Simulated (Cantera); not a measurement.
A closed system holds: 1 mol SiHCl₃, 8.6 mol H₂, equilibrated at 2075 K and 0.0100 bar.

These are equilibrium values from Cantera (NASA tables, ideal gas, pure condensed phases), not measurements of a reactor. Candidate condensed phases: Si; 19 gas species. The tables' values for SiCl, SiCl₃ are old estimates; treat these amounts as uncertain. Gases not in the tables: Si₂H₆ and higher silanes. The numbers say what is thermodynamically allowed, not how fast it happens.

Base state: H₂ 0.752, HCl 0.145, SiCl₂ 0.0616, H 0.0231, Si 0.0102, SiCl 0.00358, Cl 0.00329, SiH 0.000506 (mole fractions); condensed: Si(l).

Question: What changes in the equilibrium state with this change: H₂ from 8.6 to 1.2 mol?

Answer: 
```
species       before    after
----------  --------  -------
H₂             0.752    0.358
HCl            0.145    0.310
SiCl₂         0.0616    0.293
Cl           0.00329   0.0102
Si            0.0102  0.00506
H             0.0231   0.0159
SiCl₄        5.64e-7  2.56e-5
SiCl₃       0.000184  0.00270
Si(l), mol     0.168        0
```
